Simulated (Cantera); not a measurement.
A perfectly stirred reactor is fed with H2 : O2 : N2 = 0.32 : 1 : 0.3 (molar parts), at 10.00 Torr; it is held at 925 K, and followed from long to short residence time.

Cantera simulation using the H2/O2 subset of GRI-Mech 3.0, which has no nitrogen chemistry; the numbers are that mechanism's predictions, not measurements. Radical loss at walls, strong at low pressure, is not modelled. Below about 950 K walls govern HO2 and H2O2 in real vessels. The temperature is held fixed by assumption; the heat of reaction is taken as removed at once.

x: mole fraction; the columns are a selection and need not sum to one.

```json
[
 {"τ (s)": "0.45", "x H2": "0.00403", "x O2": "0.575", "x OH": "(withheld)", "x H2O": "0.214", "x H": "0.000794", "x H2O2": "4.08e-7", "x HO2": "1.24e-5"},
 {"τ (s)": "0.27", "x H2": "0.00535", "x O2": "0.574", "x OH": "(withheld)", "x H2O": "0.212", "x H": "0.00131", "x H2O2": "4.25e-7", "x HO2": "1.33e-5"},
 {"τ (s)": "0.16", "x H2": "0.00712", "x O2": "0.574", "x OH": "(withheld)", "x H2O": "0.209", "x H": "0.00219", "x H2O2": "4.40e-7", "x HO2": "1.41e-5"},
 {"τ (s)": "0.097", "x H2": "0.00935", "x O2": "0.574", "x OH": "(withheld)", "x H2O": "0.205", "x H": "0.00355", "x H2O2": "4.48e-7", "x HO2": "1.48e-5"},
 {"τ (s)": "0.058", "x H2": "0.0124", "x O2": "0.573", "x OH": "(withheld)", "x H2O": "0.200", "x H": "0.00577", "x H2O2": "4.50e-7", "x HO2": "1.52e-5"},
 {"τ (s)": "0.035", "x H2": "0.0162", "x O2": "0.572", "x OH": "(withheld)", "x H2O": "0.193", "x H": "0.00918", "x H2O2": "4.43e-7", "x HO2": "1.54e-5"},
 {"τ (s)": "0.021", "x H2": "0.0214", "x O2": "0.571", "x OH": "(withheld)", "x H2O": "0.184", "x H": "0.0143", "x H2O2": "4.27e-7", "x HO2": "1.53e-5"},
 {"τ (s)": "0.013", "x H2": "0.0277", "x O2": "0.569", "x OH": "(withheld)", "x H2O": "0.172", "x H": "0.0211", "x H2O2": "4.04e-7", "x HO2": "1.49e-5"},
 {"τ (s)": "0.0076", "x H2": "0.0369", "x O2": "0.568", "x OH": "(withheld)", "x H2O": "0.155", "x H": "0.0306", "x H2O2": "3.72e-7", "x HO2": "1.42e-5"},
 {"τ (s)": "0.0045", "x H2": "0.0492", "x O2": "0.567", "x OH": "0.00328", "x H2O": "0.135", "x H": "0.0403", "x H2O2": "3.37e-7", "x HO2": "1.32e-5"},
 {"τ (s)": "0.0027", "x H2": "0.0656", "x O2": "0.569", "x OH": "0.00343", "x H2O": "0.112", "x H": "0.0468", "x H2O2": "3.04e-7", "x HO2": "1.21e-5"}
]
```

### Question
What belongs in the gaps?

### Answer

- 0.45, x OH: 0.000631
- 0.27, x OH: 0.000782
- 0.16, x OH: 0.000975
- 0.097, x OH: 0.00120
- 0.058, x OH: 0.00148
- 0.035, x OH: 0.00181
- 0.021, x OH: 0.00218
- 0.013, x OH: 0.00255
- 0.0076, x OH: 0.00296
